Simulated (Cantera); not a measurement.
Feed: 1 mol B, a varied amount of O2, 6.4 mol N2, held at 750 Torr.

Method: chemical equilibrium by Gibbs-energy minimisation in Cantera with the NASA 1993 tables (ideal gas, pure condensed phases). Candidate condensed phases: B, BN, B2O3; 17 gas species. N2 is the only nitrogen source here; it is nearly inert below about 1500 K, so the nitride shown seldom forms there in practice. Mutual solubility and eutectic melting of coexisting phases are not modelled. Kinetics and transport are ignored.

Q: What condenses at these points (T in K, n(O2) in mol): (2050, 0.12); (1050, 0.12); (1150, 3.9); (1950, 3.9); (2150, 0.84); (1350, 0.18)?

A: 
```
T (K)  n(O2) in mol  condensed phases  B condensed (%)
-----  ------------  ----------------  ---------------
2050           0.12                BN             82.5
1050           0.12         BN + B2O3            100.0
1150            3.9              B2O3            100.0
1950            3.9              B2O3             51.1
2150           0.84          gas only              0.0
1350           0.18         BN + B2O3            100.0
```
